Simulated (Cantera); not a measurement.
Charge: 1 mol Ti, 69 mol H2, a varied amount of O2, at 6.80 mbar.

Cantera equilibrium calculation (NASA polynomials, part measured and part estimated; ideal gas, pure solids and liquids). Candidate condensed phases: H2O, Ti, TiO, TiO2, Ti2O3, Ti3O5, Ti4O7; 12 gas species. Condensed phases not in the tables: Magnéli phases beyond Ti4O7. Kinetics and transport are ignored.

Stable condensed phases, one row left out:

```
T in °C \ n(O2) in mol
         1.3 4.2 7.1  10  13  16  19
   1800    A   B   B   B   B   B   C
   1725    A   B   B   B   C   C   C
   1575    A   B   C   C   C   C   C
   1500    A   C   C   C   C   C   C
   1425    A   C   C   C   C   C   C
   1350    B   C   C   C   C   C   C
   1275    B   C   C   C   C   C   C
   1200    B   C   C   C   C   C   C
   1125    C   C   C   C   C   C   C
   1050    C   C   C   C   C   C   C
```

A: Ti3O5; B: Ti4O7; C: TiO2.

### Question
Give the row for 1650 °C.

### Answer
1.3: Ti3O5; 4.2: Ti4O7; 7.1: TiO2; 10: TiO2; 13: TiO2; 16: TiO2; 19: TiO2.
